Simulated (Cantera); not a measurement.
Input: 1 mol Al, 5 mol HCl, 5 mol N2, at 700 K and 1330 Pa.

Method: chemical equilibrium by Gibbs-energy minimisation in Cantera with the NASA 1993 tables (ideal gas, pure condensed phases). Candidate condensed phases: Al, AlCl3, AlN, NH4Cl; 20 gas species. Equilibrium is a limit: real reactors are often held back by kinetics, nucleation or transport.

Base state: N2 0.529, HCl 0.212, H2 0.159, AlCl3 0.0953, Al2Cl6 0.00524 (mole fractions); condensed: gas only.

**Question.** What changes in the equilibrium state with this change: N2 from 5 to 290 mol?

**Answer.** 
| species | before | after |
|---|---|---|
| N2 | 0.529 | 0.985 |
| HCl | 0.212 | 0.00679 |
| H2 | 0.159 | 0.00509 |
| AlCl3 | 0.0953 | 0.00338 |
| Al2Cl6 | 0.00524 | 6.60e-6 |

**Question.** What changes in the equilibrium state with this change: pressure from 1330 Pa to 310 Pa?

**Answer.** 
| species | before | after |
|---|---|---|
| N2 | 0.529 | 0.527 |
| HCl | 0.212 | 0.211 |
| H2 | 0.159 | 0.158 |
| AlCl3 | 0.0953 | 0.103 |
| Al2Cl6 | 0.00524 | 0.00141 |
